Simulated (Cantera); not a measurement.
A closed system holds: 1 mol SiO2, 400 mol H2, 13 mol N2, at 1698 K and 1.00 bar.

Method: chemical equilibrium by Gibbs-energy minimisation in Cantera with the NASA 1993 tables (ideal gas, pure condensed phases). Candidate condensed phases: H2O, Si, SiO2, Si2N2O, Si3N4; 35 gas species. The tables hold silica as quartz up to 1696 K and as liquid above; real silica turns to tridymite and cristobalite and melts near 1996 K. Rates play no part.

Base state: H2 0.967, N2 0.0315, H2O 0.000506, SiO 0.000506, H 0.000142 (mole fractions); condensed: SiO2(condensed).

Problem. What changes in the equilibrium state with this change: temperature from 1698 K to 1375 K?

Solution. 
| species | before | after |
|---|---|---|
| H2 | 0.967 | 0.968 |
| N2 | 0.0315 | 0.0314 |
| H2O | 0.000506 | 0.000176 |
| SiO | 0.000506 | 1.81e-7 |
| H | 0.000142 | 3.37e-6 |
| NH3 | 6.17e-6 | 1.58e-5 |
| SiO2(condensed), mol | 0.791 | 0 |
| SiO2(β-quartz), mol | 0 | 0.952 |
| Si2N2O(s), mol | 0 | 0.0242 |
N2 is the only nitrogen source here; it is nearly inert below about 1500 K, so the nitride shown seldom forms there in practice. Mutual solubility and eutectic melting of coexisting phases are not modelled.
